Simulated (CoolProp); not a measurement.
Values from CoolProp's reference Helmholtz-energy equation of state, Lemmon 2013.

**Question.** For propylene, give the phase and the density (kg/m³), conductivity (mW/(m K)) at 129.55 °C and 911 kPa.

**Answer.** 
- 129.55 °C and 911 kPa: gas; density 12.1, conductivity 30.5

Thermal conductivity comes from a separate model (Huber 2003), an estimate that may be off by 10 % or more.
